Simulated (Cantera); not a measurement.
An isothermal, constant-pressure homogeneous reactor starts with 10.3 % C2H4, 89.7 % H2, at 1673 K and 390 Torr.

Detailed kinetics in Cantera: GRI-Mech 3.0 (53 species, 325 reactions). GRI-Mech 3.0 was tuned for natural gas; its chemistry of ethylene as a main component is partial and can be far from experiment. GRI-Mech 3.0 stops at C3 and has no aromatics, soot or wall deposition, so with more carbon than oxygen in the feed, carbon stays in small species such as C2H2 where larger ones or solid carbon would form.

x: mole fraction; the columns are a selection and need not sum to one.

```json
[
 {"t (s)": "2.00e-6", "x C2H4": "0.103", "x H2": "0.897", "x CH4": "9.23e-12", "x C2H6": "1.69e-9", "x C2H2": "2.74e-5", "x CH3": "1.80e-11", "x C2H": "<1e-12"},
 {"t (s)": "7.52e-6", "x C2H4": "0.103", "x H2": "0.897", "x CH4": "5.52e-10", "x C2H6": "1.65e-8", "x C2H2": "0.000104", "x CH3": "2.99e-10", "x C2H": "<1e-12"},
 {"t (s)": "2.83e-5", "x C2H4": "0.103", "x H2": "0.897", "x CH4": "2.67e-8", "x C2H6": "1.82e-7", "x C2H2": "0.000401", "x CH3": "3.80e-9", "x C2H": "4.67e-12"},
 {"t (s)": "0.000106", "x C2H4": "0.101", "x H2": "0.897", "x CH4": "1.20e-6", "x C2H6": "2.06e-6", "x C2H2": "0.00167", "x CH3": "4.53e-8", "x C2H": "7.81e-11"},
 {"t (s)": "0.000400", "x C2H4": "0.0930", "x H2": "0.898", "x CH4": "4.84e-5", "x C2H6": "1.82e-5", "x C2H2": "0.00907", "x CH3": "5.02e-7", "x C2H": "[?]"},
 {"t (s)": "0.00150", "x C2H4": "0.0498", "x H2": "0.901", "x CH4": "0.000616", "x C2H6": "2.25e-5", "x C2H2": "0.0480", "x CH3": "1.90e-6", "x C2H": "[?]"},
 {"t (s)": "0.00565", "x C2H4": "0.00474", "x H2": "0.905", "x CH4": "0.00137", "x C2H6": "2.63e-6", "x C2H2": "0.0886", "x CH3": "4.33e-6", "x C2H": "[?]"},
 {"t (s)": "0.0212", "x C2H4": "0.00252", "x H2": "0.905", "x CH4": "0.00208", "x C2H6": "1.48e-6", "x C2H2": "0.0903", "x CH3": "7.76e-6", "x C2H": "8.08e-8"},
 {"t (s)": "0.0799", "x C2H4": "0.00249", "x H2": "0.903", "x CH4": "0.00453", "x C2H6": "1.52e-6", "x C2H2": "0.0893", "x CH3": "1.65e-5", "x C2H": "7.84e-8"},
 {"t (s)": "0.300", "x C2H4": "0.00240", "x H2": "0.899", "x CH4": "0.0119", "x C2H6": "1.91e-6", "x C2H2": "0.0864", "x CH3": "4.16e-5", "x C2H": "7.30e-8"},
 {"t (s)": "1.13", "x C2H4": "0.00232", "x H2": "0.894", "x CH4": "0.0198", "x C2H6": "2.79e-6", "x C2H2": "0.0833", "x CH3": "6.75e-5", "x C2H": "6.86e-8"},
 {"t (s)": "4.24", "x C2H4": "0.00231", "x H2": "0.894", "x CH4": "0.0202", "x C2H6": "2.85e-6", "x C2H2": "0.0831", "x CH3": "6.90e-5", "x C2H": "6.84e-8"},
 {"t (s)": "16.0", "x C2H4": "0.00231", "x H2": "0.894", "x CH4": "0.0202", "x C2H6": "2.85e-6", "x C2H2": "0.0831", "x CH3": "6.90e-5", "x C2H": "6.84e-8"},
 {"t (s)": "60.0", "x C2H4": "0.00231", "x H2": "0.894", "x CH4": "0.0202", "x C2H6": "2.85e-6", "x C2H2": "0.0831", "x CH3": "6.90e-5", "x C2H": "6.84e-8"}
]
```

Q: Some entries are withheld; supply them.

A: 
- 0.000400, x C2H: 2.17e-9
- 0.00150, x C2H: 2.34e-8
- 0.00565, x C2H: 6.58e-8
